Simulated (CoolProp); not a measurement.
Model: reference Helmholtz-energy equation of state, Span 2000, in CoolProp.

Q: For nitrogen, give the phase and the Joule-Thomson coefficient (K/MPa) at 115.6 K and 3.48 MPa; 154 K and 3.48 MPa; 249.9 K and 3.48 MPa.

A: 
- 115.6 K and 3.48 MPa: liquid; Joule-Thomson coefficient 0.431
- 154 K and 3.48 MPa: supercritical; Joule-Thomson coefficient 6.74
- 249.9 K and 3.48 MPa: supercritical; Joule-Thomson coefficient 2.73
